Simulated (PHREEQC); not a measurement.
# Metal-bearing waste water: an equilibrium model

Solution (25 °C): 58 mmol/kgw CdCl2, 0.158 mmol/kgw CuCl2 and 0.024 mmol/kgw H2SO4. Closed to the air; pH follows from the charge balance.

All values are PHREEQC results (ion-association model, phreeqc.dat), not measurements.

Precipitation was switched off in this run.

Task: What pH, ionic strength, density does the model give?

Result: pH 4.39; ionic strength 0.0818 mol/kgw; density 1.006 g/cm³.

Task: In which forms is Cd present?

Result: CdCl+ 63 %, Cd+2 26 %, CdCl2 11 % of the Cd.

Complexes and solids missing from the database can't appear.
